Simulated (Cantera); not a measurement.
A closed system holds: 1 mol Cu, 0.29 mol CO₂, 11 mol H₂, at 15.0 bar.

These are equilibrium values from Cantera (NASA tables, ideal gas, pure condensed phases), not measurements of a reactor. Candidate condensed phases: C, C₆H₆, C₇H₈, C₈H₁₈, Cu, CuO, Cu(OH)₂, Cu₂O, H₂O; 113 gas species. Kinetics and transport are ignored.

Problem. Which condensed phases are stable at each of these points (T (K)): 1175, 1225, 1275, 1325, 1375, 1425, 1475, 1525, 1575, 1625?

Solution. 
```csv
T (K),condensed phases,Cu condensed (%)
1175,Cu(s),100.0
1225,Cu(s),100.0
1275,Cu(s),100.0
1325,Cu(s),100.0
1375,Cu(l),100.0
1425,Cu(l),100.0
1475,Cu(l),100.0
1525,Cu(l),100.0
1575,Cu(l),100.0
1625,Cu(l),100.0
```

From 1175 K to 1325 K the condensed part is Cu(s). From 1375 K to 1625 K the condensed part is Cu(l).
